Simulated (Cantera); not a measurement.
A closed system holds: 1 mol Si, 6.9 mol HBr, a varied amount of N₂, at 1300 °C and 11000 Pa.

These are equilibrium values from Cantera (NASA tables, ideal gas, pure condensed phases), not measurements of a reactor. Candidate condensed phases: Br₂, Si, Si₃N₄; 28 gas species. Kinetics and transport are ignored.

Question: What share of the Si ends up in condensed phases as a function of n(N₂) (mol), at 5.8, 8, 11, 15, 21, 30, 41, 57?

Answer: 
| n(N₂) (mol) | Si condensed (%) | as |
|---|---|---|
| 5.8 | 0.0 | - |
| 8 | 0.0 | - |
| 11 | 0.0 | - |
| 15 | 2.6 | Si₃N₄(s) |
| 21 | 5.3 | Si₃N₄(s) |
| 30 | 7.9 | Si₃N₄(s) |
| 41 | 10.0 | Si₃N₄(s) |
| 57 | 12.2 | Si₃N₄(s) |
